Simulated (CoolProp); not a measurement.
Vapour-liquid equilibrium of R134a (1) + R236FA (2) at -33.95 °C; x and y are mole fractions of (1).

Model: multi-fluid Helmholtz-energy mixture model, Tillner-Roth 1994 and Pan 2012; pair parameters Bell 2016, in CoolProp.

| x | bubble pressure, mixture model (MPa) | bubble pressure, Raoult's law (MPa) | y, mixture model | y, Raoult's law |
|---|---|---|---|---|
| 0.05 | 0.02329 | 0.02333 | 0.146 | 0.149 |
| 0.125 | 0.02688 | 0.02699 | 0.317 | 0.323 |
| 0.2 | 0.03046 | 0.03065 | 0.447 | 0.455 |
| 0.275 | 0.03405 | 0.03431 | 0.550 | 0.559 |
| 0.35 | 0.03765 | 0.03797 | 0.634 | 0.642 |
| 0.425 | 0.04126 | 0.04162 | 0.704 | 0.711 |
| 0.5 | 0.04490 | 0.04528 | 0.763 | 0.769 |
| 0.575 | 0.04855 | 0.04894 | 0.813 | 0.819 |
| 0.65 | 0.05223 | 0.05260 | 0.857 | 0.861 |
| 0.725 | 0.05594 | 0.05626 | 0.895 | 0.898 |
| 0.8 | 0.05967 | 0.05992 | 0.928 | 0.930 |
| 0.875 | 0.06342 | 0.06358 | 0.958 | 0.959 |
| 0.95 | 0.06717 | 0.06724 | 0.984 | 0.984 |

The largest gap from Raoult's law is -0.9 % in bubble pressure, at x = 0.425. No azeotrope shows between x = 0.05 and 0.95.

The pair parameters rest on a limited set of measurements; away from them the model extrapolates.
